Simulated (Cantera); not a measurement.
Feed: 1 mol SiH2Cl2, a varied amount of O3, at 1398.15 K and 24.0 Pa.

Cantera equilibrium calculation (NASA polynomials, part measured and part estimated; ideal gas, pure solids and liquids). Candidate condensed phases: H2O, Si, SiO2; 30 gas species. The tables' values for SiCl3, SiCl are old estimates; treat these amounts as uncertain. The tables hold silica as quartz up to 1696 K and as liquid above; real silica turns to tridymite and cristobalite and melts near 1996 K. Equilibrium is a limit: real reactors are often held back by kinetics, nucleation or transport.

x: gas mole fraction; n: condensed amount in mol.

| n(O3) (mol) | x HCl | x H2 | x SiCl2 | x SiO | x Cl | x H2O | x SiCl3 | n SiO2(β-quartz) |
|---|---|---|---|---|---|---|---|---|
| 0.089 | 0.225 | 0.331 | 0.314 | 0.118 | 9.84e-5 | 1.95e-7 | 0.00958 | [?] |
| 0.17 | 0.337 | 0.270 | 0.246 | 0.131 | 0.000163 | 6.20e-7 | 0.0125 | [?] |
| 0.26 | 0.427 | 0.246 | 0.215 | 0.0922 | 0.000217 | 8.02e-7 | 0.0145 | [?] |
| 0.34 | 0.521 | 0.214 | 0.179 | 0.0644 | 0.000284 | 1.00e-6 | 0.0157 | [?] |
| 0.43 | 0.637 | 0.169 | 0.129 | 0.0398 | 0.000390 | 1.28e-6 | 0.0157 | [?] |
| 0.51 | 0.749 | 0.122 | 0.0817 | 0.0228 | 0.000540 | 1.61e-6 | 0.0137 | [?] |
| 0.59 | 0.869 | 0.0678 | 0.0341 | 0.00948 | 0.000842 | 2.15e-6 | 0.00890 | [?] |
| 0.68 | 0.942 | 3.98e-5 | <1e-12 | 6.22e-10 | 0.0377 | 0.0192 | 3.44e-12 | [?] |

Fill in the missing entries.


- 0.089, n SiO2(β-quartz): 0
- 0.17, n SiO2(β-quartz): 0.106
- 0.26, n SiO2(β-quartz): 0.290
- 0.34, n SiO2(β-quartz): 0.442
- 0.43, n SiO2(β-quartz): 0.604
- 0.51, n SiO2(β-quartz): 0.742
- 0.59, n SiO2(β-quartz): 0.876
- 0.68, n SiO2(β-quartz): 1.00
